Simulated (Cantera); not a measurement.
What does this Cantera script print?

```python
import numpy as np
import cantera as ct

gas_names = """
    F2 PbO O3
""".split()
cond_names = """
    PbF2(a) PbF2(b) PbF2(L)
""".split()


def load(file, names, dense=False):
    # The tables refer to 1 bar. Condensed volumes are neglected.
    table = {s.name: s for s in ct.Species.list_from_file(file)}
    out = []
    for n in names:
        d = dict(table[n].input_data)
        d["thermo"] = dict(d["thermo"], **{"reference-pressure": 1e5})
        if dense:
            d["equation-of-state"] = {"model": "constant-volume", "density": "1e6 g/cm^3"}
        out.append(ct.Species.from_dict(d))
    return out


species = {s.name: s for s in load("nasa_gas.yaml", gas_names) + load("nasa_condensed.yaml", cond_names)}
# Each term lists the table entries of one substance; the one whose range holds T is used.
reactions = {
    '3 F2(g) + 3 PbO(g) = O3(g) + 3 PbF2':
        [(-3, ['F2']), (-3, ['PbO']), (1, ['O3']), (3, ['PbF2(a)', 'PbF2(b)', 'PbF2(L)'])],
}


def pick(names, T):
    return next(species[n] for n in names if species[n].thermo.min_temp <= T <= species[n].thermo.max_temp)


results = []
for label, terms in reactions.items():
    print(label)
    print("     T/K   dH/kJ  dS/(J/K)   dG/kJ   log10 K")
    for T in [300, 1598, 1623, 1648, 1673, 1698, 1723, 1748, 1773, 1798]:
        used = [(nu, pick(names, T)) for nu, names in terms]
        dH = sum(nu * s.thermo.h(T) for nu, s in used) / 1e6
        dS = sum(nu * s.thermo.s(T) for nu, s in used) / 1e3
        dG = dH - T * dS / 1e3
        logK = -dG * 1e6 / (ct.gas_constant * T * np.log(10))
        results.append((label, T, dH, dS, dG, logK, [s.name for _, s in used]))
        print(f"{T:8g} {dH:8.1f} {dS:8.1f} {dG:8.1f} {logK:8.2f}")
```

It prints:

```
3 F2(g) + 3 PbO(g) = O3(g) + 3 PbF2
     T/K   dH/kJ  dS/(J/K)   dG/kJ   log10 K
     300  -2099.9   -750.2  -1874.8   326.43
    1598  -1874.5   -494.9  -1083.6    35.42
    1623  -1870.5   -492.4  -1071.3    34.48
    1648  -1866.5   -490.0  -1059.0    33.57
    1673  -1862.5   -487.6  -1046.8    32.68
    1698  -1858.5   -485.2  -1034.6    31.83
    1723  -1854.5   -482.9  -1022.5    31.00
    1748  -1850.5   -480.5  -1010.5    30.20
    1773  -1846.4   -478.2   -998.5    29.42
    1798  -1842.4   -476.0   -986.6    28.66
```

Standard-state values (1 bar) from the NASA 1993 polynomials, evaluated with Cantera. Condensed species are held in their standard states even where they would react or evaporate.
